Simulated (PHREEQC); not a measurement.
**Spent oxide etchant: speciation**

Dissolve 80 mmol/kgw HF, 0.03 mmol/kgw (NH4)2SiF6 and 0.24 mmol/kgw HBF4 at 25 °C. Closed to the air; pH follows from the charge balance.

Equilibrium calculation in PHREEQC: ion-association model, wateq4f.dat.

Each row changes one thing in this solution. This is a speciation only: nothing precipitates in the calculation.

```
case                                        pH  ionic strength (mol/kgw)  HF (mol/kgw)  H2F2 (mol/kgw)  F- (mol/kgw)  HF2- (mol/kgw)  SI of Quartz (SiO2)
----------------------------------------  ----  ------------------------  ------------  --------------  ------------  --------------  -------------------
as made                                   2.16                   0.00752        0.0555         0.00803       0.00593         0.00126                -8.62
temperature from 25 to 10 °C              2.14                         …        0.0496          0.0108       0.00653               …                    …
temperature from 25 to 60 °C              2.25                   0.00612        0.0668         0.00304       0.00448         0.00132                    …
HBF4 left out                             2.17                   0.00739        0.0554         0.00801       0.00602               …                -8.63
(NH4)2SiF6 from 3e-05 to 3.3e-05 mol/kgw  2.16                   0.00753        0.0555         0.00803       0.00593         0.00126                -8.58
HF from 0.08 to 0.016 mol/kgw             2.52                   0.00331        0.0121        0.000384       0.00284        0.000132                -5.32
diluted 10-fold with water                2.70                   0.00210       0.00573         8.55e-5       0.00202         4.44e-5                -4.70
HBF4 from 0.00024 to 0.0012 mol/kgw       2.13                   0.00807        0.0558         0.00812       0.00558         0.00120                -8.58
```

### Question
Some entries are withheld; supply them.

### Answer

- temperature from 25 to 10 °C, ionic strength (mol/kgw): 0.00793
- temperature from 25 to 10 °C, HF2- (mol/kgw): 0.00108
- temperature from 25 to 10 °C, SI of Quartz (SiO2): -9.36
- temperature from 25 to 60 °C, SI of Quartz (SiO2): -6.74
- HBF4 left out, HF2- (mol/kgw): 0.00128

Complexes and solids missing from the database can't appear. wateq4f.dat counts part of the HF as a dimer, H2F2, which phreeqc.dat doesn't know; its constant is uncertain. Constants without temperature data keep their 25 °C values here. SiF6-2 is the database's only silicon fluoride. Real BF4- forms and hydrolyses slowly; the run takes it at equilibrium.
